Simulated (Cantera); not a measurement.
Charge: 1 mol MgO, 1.7 mol F2, 16 mol H2, at 623 Torr.

Cantera equilibrium calculation (NASA polynomials, part measured and part estimated; ideal gas, pure solids and liquids). Candidate condensed phases: H2O, Mg, MgF2, MgO, Mg(OH)2; 31 gas species. Mutual solubility and eutectic melting of coexisting phases are not modelled. Kinetics and transport are ignored.

log p: log10 of the partial pressure in bar; n: condensed amount in mol.

```csv
T (°C),log p H2,log p HF,log p H2O,log p MgF2,log p H,n MgF2(s),n MgF2(l),n MgO(s)
550,-0.15,-1.16,-1.30,<-12,-11.21,1.00,0,0
650,-0.15,-1.16,-1.30,<-12,-9.69,1.00,0,0
750,-0.15,-1.16,-1.30,?,?,1.00,0,0
850,-0.15,-1.16,-1.30,-8.65,-7.44,1.00,0,0
950,-0.15,-1.16,-1.30,?,?,1.000,0,0
1050,-0.15,-1.16,-1.30,-6.00,-5.87,1.000,0,0
1150,-0.15,-1.16,-1.30,-4.96,-5.25,1.000,0,0
1250,-0.15,-1.16,-1.30,-4.06,-4.71,0.998,0,0
1350,-0.15,-1.05,-1.41,-3.39,-4.24,0,0.793,0.198
1450,-0.16,-0.98,-1.53,-2.82,-3.82,0,0.582,0.386
```

Task: Complete the blanks.

Result: 
- 950, log p MgF2: -7.21
- 950, log p H: -6.60
- 750, log p MgF2: -10.39
- 750, log p H: -8.46
